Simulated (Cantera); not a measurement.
Feed: 1 mol FeCl3, 0.22 mol O2, 74 mol N2, held at 0.630 bar.

Equilibrium computed with Cantera from the NASA thermochemical tables; the gas is ideal and each condensed phase is pure. Candidate condensed phases: Fe, FeCl2, FeCl3, FeO, Fe2O3, Fe3O4; 19 gas species. The numbers say what is thermodynamically allowed, not how fast it happens. All values below are at 2098 K.

Base state: N2 0.970, FeCl2 0.0131, Cl 0.0129, O2 0.00227, NO 0.00114, Cl2 9.43e-5, O 8.23e-5, FeCl3 2.73e-5 (mole fractions); condensed: gas only.

Problem. What changes in the equilibrium state with this change: N2 from 74 to 1.2 mol?

Solution. 
```json
[
 {"species": "N2", "before": "0.970", "after": "0.364"},
 {"species": "FeCl2", "before": "0.0131", "after": "0.293"},
 {"species": "Cl", "before": "0.0129", "after": "0.232"},
 {"species": "FeCl3", "before": "2.73e-5", "after": "0.0110"},
 {"species": "Cl2", "before": "9.43e-5", "after": "0.0305"},
 {"species": "O2", "before": "0.00227", "after": "0.0646"},
 {"species": "Fe2Cl4", "before": "1.82e-7", "after": "9.15e-5"},
 {"species": "ClO", "before": "6.86e-6", "after": "0.000658"},
 {"species": "O", "before": "8.23e-5", "after": "0.000439"}
]
```
